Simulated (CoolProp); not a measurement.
Model: reference Helmholtz-energy equation of state, Wu 2012, in CoolProp.

For fluoroethane (R161), give the phase and the cp (kJ/(kg K)), expansivity (1/kK) at 378.6 K and 35.7 bar.


- 378.6 K and 35.7 bar: gas; cp 2.38, expansivity 8.83
